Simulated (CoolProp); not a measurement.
Vapour-liquid equilibrium of carbon dioxide (1) + CHF3 (R23) (2) at 6.51 bar; x and y are mole fractions of (1).

The numbers come from the multi-fluid Helmholtz-energy mixture model, Span 1996 and Penoncello 2003; pair parameters Bell 2016 in CoolProp.

```csv
x,"bubble temperature, mixture model (K)","bubble temperature, Raoult's law (K)","y, mixture model","y, Raoult's law"
0.05,230.2,230.4,?,0.070
0.125,229.0,229.6,0.177,0.169
0.2,228.0,228.8,?,0.262
0.275,227.0,228.1,0.360,0.351
0.35,226.2,227.4,?,0.434
0.425,225.4,226.7,0.514,0.513
0.5,224.7,226.0,?,0.587
0.575,224.1,225.3,0.648,0.658
0.65,223.5,224.7,0.710,0.726
0.725,223.1,224.1,0.770,0.790
0.8,222.7,223.5,0.830,0.851
0.875,222.4,222.9,?,0.909
0.95,222.1,222.4,0.955,0.964
```

Question: Fill in the missing entries.

Answer: 
- 0.05, y, mixture model: 0.074
- 0.2, y, mixture model: 0.272
- 0.35, y, mixture model: 0.440
- 0.5, y, mixture model: 0.583
- 0.875, y, mixture model: 0.891

The largest gap from Raoult's law is -1.3 K in bubble temperature, at x = 0.5. No azeotrope shows between x = 0.05 and 0.95.

Pair parameters are fitted to limited data, so mixtures are less certain than the pure fluids.
